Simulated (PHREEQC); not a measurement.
# Brine

Consider water at 25 °C with 4.5 mol HCl and 2 mol SrCl2 per kg of water. Closed to the air; pH follows from the charge balance.

Equilibrium calculation in PHREEQC: Pitzer model, pitzer.dat.

Precipitation was switched off in this run.

Predict the pH, density.

pH -2.28; density 1.250 g/cm³.

In brines, pH and single-ion activities rest on the MacInnes convention.
